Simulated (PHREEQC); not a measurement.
A made-up water analysis in mg/L, 25 °C, pH 5.87, pe 8.1:

| constituent | mg/L |
|---|---|
| Na | 2.87 |
| K | 0.0428 |
| Ca | 1.73 |
| Mg | 0.798 |
| Cl | 3.32 |
| S(6) as SO4 | 0.524 |
| Alkalinity as HCO3 | 9.92 |
| Ni | 0.00196 |

Valence states are taken as typed.

All values are PHREEQC results (ion-association model, wateq4f.dat), not measurements.

This is a speciation only: nothing precipitates in the calculation.

Question: What charge-balance error does the model give?

Answer: charge-balance error 2.0 %.

Question: In which forms is C present?

Answer: CO2 75 %, HCO3- 25 % of the C.
